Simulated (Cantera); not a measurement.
Charge: 1 mol (CH3)2SiCl2, 0.063 mol C2H2, 3.3 mol H2, held at 2075 K and 10.0 mbar.

Equilibrium computed with Cantera from the NASA thermochemical tables; the gas is ideal and each condensed phase is pure. Candidate condensed phases: C, C6H6, C7H8, C8H18, Si, SiC; 109 gas species. The feed counts by its element totals alone. The tables' values for SiCl, SiCl3 are old estimates; treat these amounts as uncertain. Equilibrium is a limit: real reactors are often held back by kinetics, nucleation or transport.

Base state: H2 0.721, HCl 0.237, H 0.0226, SiCl2 0.0123, Cl 0.00549, C2H2 (acetylene) 0.000894, Si 0.000730, SiCl 0.000427 (mole fractions); condensed: C(graphite) + SiC(s).

**Question.** What changes in the equilibrium state with this change: temperature from 2075 K to 1775 K?

**Answer.** 
```
species            before    after
----------------  -------  -------
H2                  0.721    0.733
HCl                 0.237    0.258
SiCl2              0.0123  0.00623
H                  0.0226  0.00248
SiC2              4.23e-5  5.92e-8
Si2C              2.71e-5  4.37e-8
C(graphite), mol     1.21     1.17
SiC(s), mol         0.898    0.953
```
The tables' values for SiCl3, SiCl are old estimates; treat these amounts as uncertain.

**Question.** What changes in the equilibrium state with this change: temperature from 2075 K to 1925 K?

**Answer.** 
```json
[
 {"species": "H2", "before": "0.721", "after": "0.731"},
 {"species": "HCl", "before": "0.237", "after": "0.249"},
 {"species": "SiCl2", "before": "0.0123", "after": "0.00918"},
 {"species": "H", "before": "0.0226", "after": "0.00817"},
 {"species": "SiC2", "before": "4.23e-5", "after": "2.06e-6"},
 {"species": "Si2C", "before": "2.71e-5", "after": "1.41e-6"},
 {"species": "C(graphite), mol", "before": "1.21", "after": "1.19"},
 {"species": "SiC(s), mol", "before": "0.898", "after": "0.930"}
]
```
